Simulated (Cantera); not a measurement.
Standard-state values (1 bar) from the NASA 1993 polynomials, evaluated with Cantera. Values are per mole of reaction as written; species without (g) are pure solids or liquids, kept so even where they would boil at 1 bar. VN: taken at fixed stoichiometry.

2 V2O5 + 5 N2(g) → 4 V + 10 NO(g)

```
T (K)  ΔH° (kJ)  ΔS° (J/K)  ΔG° (kJ)  log10 K
-----  --------  ---------  --------  -------
975         [?]        [?]       [?]      [?]
1025     3840.1      798.4    3021.7  -153.99
1075     3836.0      794.5    2981.9  -144.89
1125     3832.0      790.9    2942.3  -136.61
1175     3828.1      787.5    2902.8  -129.04
1225     3824.4      784.4    2863.5  -122.10
1275     3820.8      781.5    2824.4  -115.71
1325        [?]        [?]       [?]      [?]
1375        [?]        [?]       [?]      [?]
```

Problem. Fill in the missing entries.

Solution. 
- 975, ΔH° (kJ): 3844.3
- 975, ΔS° (J/K): 802.7
- 975, ΔG° (kJ): 3061.7
- 975, log10 K: -164.03
- 1325, ΔH° (kJ): 3817.3
- 1325, ΔS° (J/K): 778.8
- 1325, ΔG° (kJ): 2785.3
- 1325, log10 K: -109.80
- 1375, ΔH° (kJ): 3813.9
- 1375, ΔS° (J/K): 776.3
- 1375, ΔG° (kJ): 2746.5
- 1375, log10 K: -104.33
